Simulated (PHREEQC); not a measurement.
A solution holds 7.3 mmol/kgw MgCl2 and 110 mmol/kgw Na2SO4, at 25 °C. Closed to the air; pH follows from the charge balance.

Equilibrium calculation in PHREEQC: ion-association model, phreeqc.dat.

```yaml
ionic_strength: 0.291 mol/kgw
activity_of_water: 0.994
specific_conductance: 16700 µS/cm
density: 1.011 g/cm³
```

```json
[
 {"species": "Na+", "molality": "0.199", "activity": "0.145", "log γ": "-0.136"},
 {"species": "SO4-2", "molality": "0.0842", "activity": "0.0214", "log γ": "-0.595"},
 {"species": "NaSO4-", "molality": "0.0215", "activity": "0.0155", "log γ": "-0.141"},
 {"species": "Cl-", "molality": "0.0146", "activity": "0.0100", "log γ": "-0.163"},
 {"species": "MgSO4", "molality": "0.00436", "activity": "0.00466", "log γ": "0.029"},
 {"species": "Mg+2", "molality": "0.00294", "activity": "0.000931", "log γ": "-0.499"},
 {"species": "OH-", "molality": "2.17e-7", "activity": "1.46e-7", "log γ": "-0.170"},
 {"species": "HSO4-", "molality": "1.95e-7", "activity": "1.43e-7", "log γ": "-0.134"}
]
```

Precipitation was switched off in this run.
